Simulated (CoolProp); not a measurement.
Vapour-liquid equilibrium of neopentane (1) + n-pentane (2) at 11.55 °C; x and y are mole fractions of (1).

Computed with CoolProp (multi-fluid Helmholtz-energy mixture model, Lemmon 2006 and Thol 2019; pair parameters Bell 2016).

| x | bubble pressure, mixture model (MPa) | bubble pressure, Raoult's law (MPa) | y, mixture model | y, Raoult's law |
|---|---|---|---|---|
| 0.05 | 0.04393 | 0.04380 | 0.125 | 0.124 |
| 0.15 | 0.05101 | 0.05066 | 0.323 | 0.323 |
| 0.25 | (withheld) | 0.05753 | 0.471 | 0.474 |
| 0.35 | 0.06495 | 0.06439 | 0.588 | 0.593 |
| 0.45 | 0.07181 | 0.07126 | 0.682 | 0.688 |
| 0.55 | 0.07862 | 0.07812 | 0.760 | 0.768 |
| 0.65 | (withheld) | 0.08499 | (withheld) | 0.834 |
| 0.75 | (withheld) | 0.09185 | 0.884 | 0.890 |
| 0.85 | (withheld) | 0.09872 | 0.934 | 0.939 |
| 0.95 | 0.1056 | 0.1056 | 0.979 | 0.981 |

### Question
Some entries are withheld; supply them.

### Answer

- 0.25, bubble pressure, mixture model (MPa): 0.05801
- 0.65, bubble pressure, mixture model (MPa): 0.08539
- 0.65, y, mixture model: 0.827
- 0.75, bubble pressure, mixture model (MPa): 0.09213
- 0.85, bubble pressure, mixture model (MPa): 0.09886

The largest gap from Raoult's law is +0.9 % in bubble pressure, at x = 0.35. No azeotrope shows between x = 0.05 and 0.95.

The pair parameters rest on a limited set of measurements; away from them the model extrapolates.
